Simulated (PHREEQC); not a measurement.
0.014 g of hydrous ferric oxide (600 m²/g; 0.2 weak and 0.005 strong sites per Fe, Dzombak-Morel constants, diffuse double layer) in 1 kg of water with 0.3 mol/kgw of an inert sodium salt, at 25 °C; the pH is set by adding NaOH or the inert anion's acid. Oxygen alone is held at its pressure in air (log pO2 = -0.68). CO2 from the air is kept out. Nothing may precipitate in this run.

Computed with PHREEQC (ion-association model, wateq4f.dat).

Question: Predict surface charge σ (C/m²), surface potential ψ (mV) at pH = 5, 8.5.

Answer: 
```json
[
 {"pH": "5", "surface charge σ (C/m²)": "0.269", "surface potential ψ (mV)": "110"},
 {"pH": "8.5", "surface charge σ (C/m²)": "-0.021", "surface potential ψ (mV)": "-17"}
]
```

Complexes and solids missing from the database can't appear. The oxide is taken as insoluble; below pH 4 it would dissolve.
